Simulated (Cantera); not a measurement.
A closed system holds: 1 mol Si3N4, 0.17 mol CO2, 100 mol N2, held at 1652 °C and 3.20 Pa.

Cantera equilibrium calculation (NASA polynomials, part measured and part estimated; ideal gas, pure solids and liquids). Candidate condensed phases: C, Si, SiC, SiO2, Si2N2O, Si3N4; 34 gas species. The tables' values for SiN are old estimates; treat these amounts as uncertain. The numbers say what is thermodynamically allowed, not how fast it happens.

Base state: N2 0.970, Si 0.0268, SiO 0.00162, CO 0.00161, SiN 4.68e-5, Si2 1.14e-5 (mole fractions); condensed: gas only.

Q: What changes in the equilibrium state with this change: 0.46 mol H2 added?

A: 
```csv
species,before,after
N2,0.970,0.963
Si,0.0268,0.0266
H,0,0.00608
H2,0,0.00130
Si2,1.14e-5,1.12e-5
SiN,4.68e-5,4.63e-5
```
Further candidate phases: C6H6, C7H8, C8H18, H2O.
